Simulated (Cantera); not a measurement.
A perfectly stirred reactor is fed with CH₂O : O₂ : N₂ = 0.026 : 0.0044 : 1 (molar parts), equivalence ratio 5.9, at 3.65 atm; it is held at 1350 K, and followed from long to short residence time.

Cantera simulation using GRI-Mech 3.0 (53 species, 325 reactions); the numbers are that mechanism's predictions, not measurements.

### Question
What does this change do: N2 1 to 3.6 parts?

### Answer
```tsv
quantity	before	after
x(CH₂O) at τ = 29.0 s	1.78e-7	7.70e-8
x(O₂) at τ = 29.0 s	1.18e-6	5.32e-7
x(OH) at τ = 29.0 s	3.56e-8	2.37e-8
x(CO) at τ = 29.0 s	0.0217	0.00625
x(H) at τ = 29.0 s	7.93e-6	5.26e-6
x(CH₂O) at τ = 89.0 ms	4.74e-6	1.78e-6
x(O₂) at τ = 89.0 ms	3.19e-5	1.22e-5
x(OH) at τ = 89.0 ms	4.95e-7	3.95e-7
x(CO) at τ = 89.0 ms	0.0220	0.00638
x(H) at τ = 89.0 ms	9.65e-5	7.41e-5
```

### Question
What does this change do: pressure from 3.65 atm to 0.987 atm?

### Answer
```json
[
 {"quantity": "x(CH₂O) at τ = 29.0 s", "before": "1.78e-7", "after": "1.60e-7"},
 {"quantity": "x(O₂) at τ = 29.0 s", "before": "1.18e-6", "after": "1.27e-6"},
 {"quantity": "x(OH) at τ = 29.0 s", "before": "3.56e-8", "after": "1.46e-7"},
 {"quantity": "x(CO) at τ = 29.0 s", "before": "0.0217", "after": "0.0217"},
 {"quantity": "x(H) at τ = 29.0 s", "before": "7.93e-6", "after": "3.26e-5"},
 {"quantity": "x(CH₂O) at τ = 89.0 ms", "before": "4.74e-6", "after": "4.93e-6"},
 {"quantity": "x(O₂) at τ = 89.0 ms", "before": "3.19e-5", "after": "3.87e-5"},
 {"quantity": "x(OH) at τ = 89.0 ms", "before": "4.95e-7", "after": "1.78e-6"},
 {"quantity": "x(CO) at τ = 89.0 ms", "before": "0.0220", "after": "0.0221"},
 {"quantity": "x(H) at τ = 89.0 ms", "before": "9.65e-5", "after": "0.000343"}
]
```
